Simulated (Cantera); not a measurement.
A perfectly stirred reactor is fed with 2.05 % CH₂O, 0.516 % O₂, 97.4 % N₂, equivalence ratio 4.0, at 9.00 bar; it is held at 900 K, and followed from long to short residence time.

Model: GRI-Mech 3.0 (53 species, 325 reactions), integrated in Cantera.

### Question
Predict: x(CH₂O) at τ = 2.40 s; x(O₂) at τ = 2.40 s; x(HO₂) at τ = 2.40 s; x(CO₂) at τ = 2.40 s; x(CH₄) at τ = 2.40 s; x(CH₂O) at τ = 23.0 ms; x(O₂) at τ = 23.0 ms; x(HO₂) at τ = 23.0 ms; x(CO₂) at τ = 23.0 ms; x(CH₄) at τ = 23.0 ms.

### Answer
```
Quantity                   Value
----------------------  --------
x(CH₂O) at τ = 2.40 s   0.000258
x(O₂) at τ = 2.40 s     0.000212
x(HO₂) at τ = 2.40 s     1.61e-6
x(CO₂) at τ = 2.40 s     0.00339
x(CH₄) at τ = 2.40 s     2.48e-7
x(CH₂O) at τ = 23.0 ms   0.00617
x(O₂) at τ = 23.0 ms    0.000888
x(HO₂) at τ = 23.0 ms    2.52e-5
x(CO₂) at τ = 23.0 ms   0.000400
x(CH₄) at τ = 23.0 ms    3.01e-8
```
